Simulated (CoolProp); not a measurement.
The fluoroketone C6F12O (FK-5-1-12) along the isobar 4.18 MPa: density (kg/m³) from the reference equation and from simpler models built on Tc = 168.7 °C, pc = 1.869 MPa, ω = 0.471; each cubic takes its own stable root.

Computed with CoolProp (reference Helmholtz-energy equation of state, McLinden 2015).

```tsv
T (°C)	phase	reference
49.15	liquid	1552
53.65	liquid	1538
58.05	liquid	1525
62.45	liquid	1512
66.95	liquid	1498
71.35	liquid	1484
75.75	liquid	1470
80.15	liquid	1456
84.65	liquid	1441
89.05	liquid	1426
93.45	liquid	1412
97.85	liquid	1396
102.35	liquid	1381
106.75	liquid	1365
```

How far does each simpler model (Soave-Redlich-Kwong, Peng-Robinson) lie from the reference over these 14 states: mean and median of the absolute difference, and the worst?


- Soave-Redlich-Kwong: mean 7.9 %, median 7.8 %, worst -8.5 % at 106.75 °C and 4.18 MPa
- Peng-Robinson: mean 3.9 %, median 4.0 %, worst +4.2 % at 58.05 °C and 4.18 MPa
